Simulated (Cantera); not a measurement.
Feed: 1 mol SiC, 1.8 mol O₂, 8.9 mol N₂, held at 36000 Pa.

Method: chemical equilibrium by Gibbs-energy minimisation in Cantera with the NASA 1993 tables (ideal gas, pure condensed phases). Candidate condensed phases: C, Si, SiC, SiO₂, Si₂N₂O, Si₃N₄; 34 gas species. The tables hold silica as quartz up to 1696 K and as liquid above; real silica turns to tridymite and cristobalite and melts near 1996 K. Equilibrium is a limit: real reactors are often held back by kinetics, nucleation or transport. All values below are at 1227 °C.

Base state: N₂ 0.899, CO₂ 0.0606, CO 0.0404 (mole fractions); condensed: SiO₂(β-quartz).

### Question
What changes in the equilibrium state with this change: O₂ from 1.8 to 1.9 mol?

### Answer
```
species              before   after
-------------------  ------  ------
N₂                    0.899   0.899
CO₂                  0.0606  0.0808
CO                   0.0404  0.0202
SiO₂(β-quartz), mol    1.00    1.00
```
